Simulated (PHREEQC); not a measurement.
Alkaline etch or developer

A solution holds 0.2 mol KOH and 0.0032 mol Na2SiO3 per kg of water, at 90 °C. Closed to the air; pH follows from the charge balance.

Model: Pitzer model, pitzer.dat, run in PHREEQC.

Each row changes one thing in this solution. This is a speciation only: nothing precipitates in the calculation.

```csv
case,pH,ionic strength (mol/kgw)
as made,11.57,0.209
KOH from 0.2 to 1 mol/kgw,12.30,1.01
Na2SiO3 replaced by NaHSO4 at the same molality,11.56,0.206
0.044 mol/kgw NaCl added,11.56,[?]
KOH from 0.2 to 0.1 mol/kgw,11.29,0.108
Na2SiO3 left out,11.57,[?]
KOH left out,9.92,0.00644
```

Problem. Fill in the missing entries.

Solution. 
- 0.044 mol/kgw NaCl added, ionic strength (mol/kgw): 0.253
- Na2SiO3 left out, ionic strength (mol/kgw): 0.200

At this temperature some constants are extrapolated from 25 °C, and those without enthalpy data are left unchanged.
